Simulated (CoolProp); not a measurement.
n-hexane along the isobar 0.557 MPa: Z from the reference equation and from simpler models built on Tc = 507.8 K, pc = 3.044 MPa, ω = 0.300; each cubic takes its own stable root.

Computed with CoolProp (reference Helmholtz-energy equation of state, Thol 2019).

```
T (K)   phase   reference  van der Waals  Redlich-Kwong  Soave-Redlich-Kwong  Peng-Robinson
-----  ------  ----------  -------------  -------------  -------------------  -------------
194    liquid     0.03994        0.06872        0.04614              0.04549        0.04059
200.3  liquid     0.03896        0.06694        0.04495              0.04426        0.03948
206.7  liquid     0.03803        0.06525        0.04383              0.04311        0.03844
213    liquid     0.03718     (withheld)        0.04279              0.04205        0.03748
219.4  liquid  (withheld)     (withheld)        0.04182              0.04104        0.03657
225.7  liquid     0.03561     (withheld)        0.04092              0.04011        0.03573
232.1  liquid     0.03489        0.05955        0.04006              0.03922        0.03493
238.4  liquid     0.03422        0.05835        0.03928              0.03840        0.03419
244.8  liquid     0.03359        0.05720        0.03853              0.03763        0.03348
251.1  liquid     0.03300        0.05614        0.03784              0.03691        0.03283
257.5  liquid     0.03244        0.05513        0.03719              0.03622        0.03221
263.9  liquid     0.03190     (withheld)        0.03658              0.03558        0.03163
270.2  liquid     0.03141        0.05330        0.03601              0.03499        0.03109
276.6  liquid     0.03094        0.05246        0.03548              0.03442     (withheld)
282.9  liquid     0.03050        0.05168        0.03499           (withheld)        0.03010
```

Task: Fill in the missing entries.

Result: 
- 213, van der Waals: 0.06369
- 219.4, reference: 0.03636
- 219.4, van der Waals: 0.06221
- 225.7, van der Waals: 0.06085
- 263.9, van der Waals: 0.05418
- 276.6, Peng-Robinson: 0.03057
- 282.9, Soave-Redlich-Kwong: 0.03390
